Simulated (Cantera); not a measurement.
## Transport properties of process gases

Gas mixture: 100 % N2, at 0.000670 bar, frozen composition.

Cantera's kinetic-theory transport with the Lennard-Jones parameters of GRI-Mech 3.0, ideal gas; thermal conductivity in the mixture-averaged form.

```csv
T (K),ρ (kg/m³),cp (J/kg/K),μ (µPa s),λ (mW/m/K),Pr,D (cm²/s) N2,D (cm²/s) O,D (cm²/s) OH
400,0.000564,1047,22.3,32.8,0.713,0.000,807,792
600,0.000376,1074,29.6,45.2,0.704,0.000,1610,1580
800,0.000282,1121,35.8,57.1,0.703,0.000,2600,2550
1000,0.000226,1169,41.5,68.6,0.708,0.000,3780,3700
1200,0.000188,1203,46.7,79.5,0.707,0.000,5110,5010
1400,0.000161,1231,51.6,90.0,0.706,0.000,6600,6480
1600,0.000141,1253,56.3,100,0.705,0.000,8240,8080
1800,0.000125,1271,60.8,110,0.705,0.000,10000,9820
```
D: mixture-averaged diffusion coefficient of that species in the mixture.
